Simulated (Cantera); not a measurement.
**Thermodynamics of silicon carbide growth, feed CH3SiCl3 + HCl + H2**

Feed: 1 mol CH3SiCl3, 0.082 mol HCl, 280 mol H2, held at 2350 °C and 28.0 mbar.

Cantera equilibrium calculation (NASA polynomials, part measured and part estimated; ideal gas, pure solids and liquids). Candidate condensed phases: C, C6H6, C7H8, C8H18, Si, SiC; 109 gas species. The feed counts by its element totals alone. The tables' values for SiCl are old estimates; treat these amounts as uncertain. Equilibrium is a limit: real reactors are often held back by kinetics, nucleation or transport.

```
Quantity                                    Value
--------------------------------------  ---------
x(H2)                                       0.766
x(H)                                        0.220
x(HCl)                                    0.00802
x(Si)                                     0.00290
x(Cl)                                     0.00161
x(C2H2 (acetylene))                       0.00140
x(SiC2)                                  0.000108
x(SiH)                                    9.37e-5
x(C2H)                                    3.70e-5
gas amount                              319.5 mol
log10 activity of C(graphite) (absent)      -0.49
log10 activity of Si(l) (absent)            -2.15
```
